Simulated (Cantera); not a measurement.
An adiabatic, constant-volume homogeneous reactor starts with CO : H2 : CH4 : O2 : N2 = 1 : 0.035 : 0.26 : 1.79 : 6.73 (molar parts), equivalence ratio 0.58, at 1750 K and 500000 Pa. Integrator tolerance rtol = 1e-08.

Model: GRI-Mech 3.0 (53 species, 325 reactions), integrated in Cantera.

```tsv
quantity	before	after
time of steepest temperature rise	20.7 µs	2.61 ms
temperature at 0.200 s	2897 K	2627 K
equilibrium temperature	2897 K	2627 K
x(CO) at 0.200 s	0.0297 (gas-phase equilibrium 0.0297)	0.00959 (gas-phase equilibrium 0.00959)
x(H2) at 0.200 s	0.00196 (gas-phase equilibrium 0.00196)	0.000648 (gas-phase equilibrium 0.000648)
x(CH4) at 0.200 s	<1e-12 (gas-phase equilibrium <1e-12)	<1e-12 (gas-phase equilibrium <1e-12)
x(C2H4) at 0.200 s	<1e-12 (gas-phase equilibrium <1e-12)	<1e-12 (gas-phase equilibrium <1e-12)
x(C2H2) at 0.200 s	<1e-12 (gas-phase equilibrium <1e-12)	<1e-12 (gas-phase equilibrium <1e-12)
x(H) at 0.200 s	0.00179 (gas-phase equilibrium 0.00179)	0.000328 (gas-phase equilibrium 0.000328)
```

Task: Name the change that produced these shifts.
A. CO 1 to 0.53 parts
B. initial temperature 1750 to 1125 K
C. constant pressure in place of constant volume
D. initial temperature 1750 to 1248 K

Result: B, initial temperature 1750 to 1125 K
